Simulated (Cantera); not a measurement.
**TiO2 + H2 (hydrogen reduction and annealing atmospheres)**

Input: 1 mol TiO2, 2.4 mol H2, at 0.00133 bar.

Cantera equilibrium calculation (NASA polynomials, part measured and part estimated; ideal gas, pure solids and liquids). Candidate condensed phases: H2O, Ti, TiO, TiO2, Ti2O3, Ti3O5, Ti4O7; 12 gas species. Mutual solubility and eutectic melting of coexisting phases are not modelled. Condensed phases not in the tables: Magnéli phases beyond Ti4O7. Kinetics and transport are ignored.

```json
[
 {"T (°C)": "900", "x H2": "0.999", "x H": "3.23e-6", "x H2O": "0.000780", "x OH": "1.74e-11", "n TiO2(rutile)": "0.993", "n Ti4O7(s)": "0.00187", "n Ti4O7(l)": "0"},
 {"T (°C)": "1000", "x H2": "0.998", "x H": "1.95e-5", "x H2O": "0.00229", "x OH": "5.17e-10", "n TiO2(rutile)": "0.978", "n Ti4O7(s)": "0.00550", "n Ti4O7(l)": "0"},
 {"T (°C)": "1100", "x H2": "0.994", "x H": "9.09e-5", "x H2O": "0.00579", "x OH": "9.45e-9", "n TiO2(rutile)": "0.944", "n Ti4O7(s)": "0.0139", "n Ti4O7(l)": "0"},
 {"T (°C)": "1200", "x H2": "0.987", "x H": "0.000344", "x H2O": "0.0129", "x OH": "1.17e-7", "n TiO2(rutile)": "0.876", "n Ti4O7(s)": "0.0310", "n Ti4O7(l)": "0"},
 {"T (°C)": "1300", "x H2": "0.973", "x H": "0.00110", "x H2O": "0.0261", "x OH": "1.06e-6", "n TiO2(rutile)": "0.750", "n Ti4O7(s)": "0.0626", "n Ti4O7(l)": "0"},
 {"T (°C)": "1400", "x H2": "0.949", "x H": "0.00304", "x H2O": "0.0480", "x OH": "7.39e-6", "n TiO2(rutile)": "0.538", "n Ti4O7(s)": "0.115", "n Ti4O7(l)": "0"},
 {"T (°C)": "1500", "x H2": "0.911", "x H": "0.00744", "x H2O": "0.0816", "x OH": "4.13e-5", "n TiO2(rutile)": "0.214", "n Ti4O7(s)": "0.197", "n Ti4O7(l)": "0"},
 {"T (°C)": "1600", "x H2": "0.880", "x H": "0.0166", "x H2O": "0.103", "x OH": "0.000151", "n TiO2(rutile)": "0", "n Ti4O7(s)": "0.250", "n Ti4O7(l)": "0"},
 {"T (°C)": "1700", "x H2": "0.863", "x H": "0.0343", "x H2O": "0.102", "x OH": "0.000385", "n TiO2(rutile)": "0", "n Ti4O7(s)": "0", "n Ti4O7(l)": "0.250"},
 {"T (°C)": "1800", "x H2": "0.833", "x H": "0.0657", "x H2O": "0.0996", "x OH": "0.000894", "n TiO2(rutile)": "0", "n Ti4O7(s)": "0", "n Ti4O7(l)": "0.250"},
 {"T (°C)": "1900", "x H2": "0.784", "x H": "0.117", "x H2O": "0.0955", "x OH": "0.00191", "n TiO2(rutile)": "0", "n Ti4O7(s)": "0", "n Ti4O7(l)": "0.249"}
]
```
x: gas mole fraction; n: condensed amount in mol.

From 900 °C to 1500 °C the condensed part is TiO2(rutile) + Ti4O7(s). At 1600 °C the condensed part is Ti4O7(s). From 1700 °C to 1900 °C the condensed part is Ti4O7(l).
